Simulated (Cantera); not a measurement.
A closed system holds: 1 mol SO2, equilibrated at 0.00230 bar.

Method: chemical equilibrium by Gibbs-energy minimisation in Cantera with the NASA 1993 tables (ideal gas, pure condensed phases). Candidate condensed phases: S; 17 gas species. Ions and electrons are included (thermal ionisation). Rates play no part. All values below are at 2250 K.

Base state: SO2 0.844, SO 0.0947, O2 0.0427, O 0.0159, S 0.00304, S2 0.000114, SO3 2.52e-5 (mole fractions); condensed: gas only.

Question: What changes in the equilibrium state with this change: pressure from 0.00230 bar to 1 atm?

Answer: 
```
species    before     after
-------  --------  --------
SO2         0.844     0.979
SO         0.0947    0.0134
O2         0.0427   0.00653
O          0.0159  0.000296
S         0.00304   5.23e-5
SO3       2.52e-5  0.000241
S2       0.000114   1.49e-5
S2O       9.89e-6   1.06e-5
```
